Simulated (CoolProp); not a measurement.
Aqueous potassium acetate as a coolant, 24 % by mass, freezing at -15.1 °C, 1 atm.

Computed with CoolProp (Melinder's fits for secondary coolants).

```csv
T (°C),Prandtl number,conductivity (W/(m K)),cp (kJ/(kg K)),viscosity (mPa s)
-13,39.2,0.474,3.340,5.56
-4.8,27.5,0.485,3.355,3.97
3.4,20.3,0.496,3.370,2.98
11.7,15.5,0.507,3.384,2.32
19.9,12.3,0.519,3.398,1.88
28.1,10.0,0.530,3.412,1.56
36.3,8.34,0.541,3.425,1.32
```
